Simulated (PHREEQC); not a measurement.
A solution holds 20 mmol/kgw NH4F, at 43 °C. Closed to the air; pH follows from the charge balance.

Model: ion-association model, phreeqc.dat, run in PHREEQC.

```
Item                           Value
--------------------  --------------
pH                              6.05
ionic strength        0.0200 mol/kgw
specific conductance      3370 µS/cm
```

| species | molality | activity | log γ |
|---|---|---|---|
| F- | 0.0200 | 0.0172 | -0.064 |
| NH4+ | 0.0200 | 0.0171 | -0.067 |
| NH3 | 3.59e-5 | 3.61e-5 | 0.002 |
| HF | 3.22e-5 | 3.23e-5 | 0.002 |
| HF2- | 2.73e-6 | 2.37e-6 | -0.062 |
| H+ | 1.01e-6 | 8.95e-7 | -0.052 |
| OH- | 4.60e-8 | 3.97e-8 | -0.064 |

This is a speciation only: nothing precipitates in the calculation. Constants without temperature data keep their 25 °C values here.
